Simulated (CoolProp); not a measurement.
Model: reference Helmholtz-energy equation of state, Lemmon 2016, in CoolProp.

**Question.** For R227EA, give the phase and the cp (kJ/(kg K)), cv (kJ/(kg K)), speed of sound (m/s), Joule-Thomson coefficient (K/MPa) at -35.25 °C and 2.44 bar; -35.25 °C and 13.4 bar; -35.25 °C and 14.6 bar.

**Answer.** 
- -35.25 °C and 2.44 bar: liquid; cp 1.04, cv 0.738, speed of sound 667, Joule-Thomson coefficient -0.309
- -35.25 °C and 13.4 bar: liquid; cp 1.04, cv 0.738, speed of sound 674, Joule-Thomson coefficient -0.313
- -35.25 °C and 14.6 bar: liquid; cp 1.04, cv 0.738, speed of sound 675, Joule-Thomson coefficient -0.314
